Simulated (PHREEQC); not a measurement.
A solution holds 0.00096 mol H3PO4, 0.27 mol HNO3 and 0.045 mol ZnSO4 per kg of water, at 25 °C. Closed to the air; pH follows from the charge balance.

Computed with PHREEQC (ion-association model, wateq4f.dat).

No solid was allowed to form.

Problem. Order these S species by the share of S that they hold, largest first: Zn(SO4)2-2, ZnSO4, HSO4-, SO4-2.

Solution. HSO4- (79 %), SO4-2 (13 %), ZnSO4 (7.5 %), Zn(SO4)2-2 (0.64 %)

The pH is 0.74 and the ionic strength 0.365 mol/kgw. H3PO4, which wateq4f.dat lacks, is added to it with the constant of phreeqc.dat. The database has no phosphate complexes of Zn.
